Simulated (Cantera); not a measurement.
An adiabatic, constant-volume homogeneous reactor starts with CH₄ : CO : O₂ : N₂ = 1 : 0.088 : 6.19 : 23.3 (molar parts), equivalence ratio 0.33, at 1550 K and 750 Torr.

Computed with Cantera and GRI-Mech 3.0 (53 species, 325 reactions).

### Question
Predict: time of steepest temperature rise; temperature at 1.00 s; equilibrium temperature; x(CO) at 1.00 s; x(O₂) at 1.00 s; x(CO₂) at 1.00 s; x(NO₂) at 1.00 s.

### Answer
| Property | Result |
|---|---|
| time of steepest temperature rise | 0.542 ms |
| temperature at 1.00 s | 2360 K |
| equilibrium temperature | 2360 K |
| x(CO) at 1.00 s | 0.00131 (gas-phase equilibrium 0.00131) |
| x(O₂) at 1.00 s | 0.127 (gas-phase equilibrium 0.127) |
| x(CO₂) at 1.00 s | 0.0342 (gas-phase equilibrium 0.0342) |
| x(NO₂) at 1.00 s | 1.35e-5 (gas-phase equilibrium 1.35e-5) |
